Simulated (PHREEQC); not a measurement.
# Silver or lead bath: an equilibrium model

Consider water at 25 °C with 0.13 mol/kgw Pb(NO3)2 and 0.0026 mol/kgw NaCl. Closed to the air; pH follows from the charge balance.

Model: ion-association model, phreeqc.dat, run in PHREEQC.

This is a speciation only: nothing precipitates in the calculation.

Question: What pH, activity of water, ionic strength does the model give?

Answer: pH 4.28; activity of water 0.994; ionic strength 0.276 mol/kgw.

Question: In which forms is N present?

Answer: NO3- 78 %, PbNO3+ 22 % of the N.
